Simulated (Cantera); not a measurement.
Charge: 1 mol Si, a varied amount of Cl2, 52 mol N2, held at 573.15 K and 0.000940 bar.

Method: chemical equilibrium by Gibbs-energy minimisation in Cantera with the NASA 1993 tables (ideal gas, pure condensed phases). Candidate condensed phases: Si, Si3N4; 13 gas species. N2 is the only nitrogen source here; it is nearly inert below about 1500 K, so the nitride shown seldom forms there in practice. The numbers say what is thermodynamically allowed, not how fast it happens.

log p: log10 of the partial pressure in bar; n: condensed amount in mol.

```csv
n(Cl2) (mol),log p N2,log p SiCl4,log p Cl2,log p Cl,n Si3N4(s)
0.67,-3.03,-5.22,<-15,<-15,…
1.1,-3.03,-5.00,<-15,<-15,…
1.4,-3.03,-4.90,<-15,<-15,…
1.8,-3.03,-4.80,<-15,<-15,…
2.2,-3.04,-4.75,-5.45,-10.93,0
2.6,-3.04,-4.76,-4.98,-10.70,0
3,-3.04,-4.76,-4.76,-10.59,0
```

What belongs in the gaps?


- 0.67, n Si3N4(s): 0.222
- 1.1, n Si3N4(s): 0.150
- 1.4, n Si3N4(s): 0.100
- 1.8, n Si3N4(s): 0.0333
